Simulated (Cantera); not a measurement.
Standard-state values (1 bar) from the NASA 1993 polynomials, evaluated with Cantera. Values are per mole of reaction as written; species without (g) are pure solids or liquids, kept so even where they would boil at 1 bar.

Problem. Between 300 and 2225 K, where is each reaction favourable under standard conditions?
- 3 CH4(g) + 9 C ⇌ 2 C6H6(g)

Solution. 
- 3 CH4(g) + 9 C ⇌ 2 C6H6(g): ΔG° is 411 kJ at 300 K and 548 kJ at 2225 K; it stays positive (K < 1). ΔH° is 387 kJ and ΔS° -72 J/K at 2225 K.
